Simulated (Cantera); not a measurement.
An isothermal, constant-pressure homogeneous reactor starts with C₂H₆ : N₂ = 1 : 10 (molar parts), at 1225 K and 760 Torr. Integrator tolerance rtol = 1e-08.

Cantera simulation using GRI-Mech 3.0 (53 species, 325 reactions); the numbers are that mechanism's predictions, not measurements. GRI-Mech 3.0 stops at C3 and has no aromatics, soot or wall deposition, so with more carbon than oxygen in the feed, carbon stays in small species such as C2H2 where larger ones or solid carbon would form.

**Question.** What does this change do: N2 10 to 35 parts?

**Answer.** 
```tsv
quantity	before	after
x(C₂H₆) at 1.00 s	0.000379 (gas-phase equilibrium 6.26e-5)	3.52e-5 (gas-phase equilibrium 5.20e-6)
x(CH₂) at 1.00 s	8.19e-12 (gas-phase equilibrium 1.07e-12)	2.84e-12 (gas-phase equilibrium <1e-12)
x(HCN) at 1.00 s	4.88e-11 (gas-phase equilibrium 0.0450)	2.60e-10 (gas-phase equilibrium 0.0261)
x(C₂H₄) at 1.00 s	0.0347 (gas-phase equilibrium 0.00919)	0.00857 (gas-phase equilibrium 0.00143)
x(CH₃) at 1.00 s	2.28e-6 (gas-phase equilibrium 1.58e-6)	6.31e-7 (gas-phase equilibrium 4.57e-7)
x(H) at 1.00 s	6.79e-7 (gas-phase equilibrium 7.59e-8)	3.30e-7 (gas-phase equilibrium 5.54e-8)
```

**Question.** What does this change do: temperature 1225 to 1550 K?

**Answer.** 
```csv
quantity,before,after
x(C₂H₆) at 1.00 s,0.000379 (gas-phase equilibrium 6.26e-5),3.34e-6 (gas-phase equilibrium 7.61e-7)
x(CH₂) at 1.00 s,8.19e-12 (gas-phase equilibrium 1.07e-12),1.48e-9 (gas-phase equilibrium 6.32e-10)
x(HCN) at 1.00 s,4.88e-11 (gas-phase equilibrium 0.0450),1.50e-7 (gas-phase equilibrium 0.0809)
x(C₂H₄) at 1.00 s,0.0347 (gas-phase equilibrium 0.00919),0.00167 (gas-phase equilibrium 0.000861)
x(CH₃) at 1.00 s,2.28e-6 (gas-phase equilibrium 1.58e-6),2.12e-5 (gas-phase equilibrium 8.70e-6)
x(H) at 1.00 s,6.79e-7 (gas-phase equilibrium 7.59e-8),1.07e-5 (gas-phase equilibrium 1.20e-5)
```
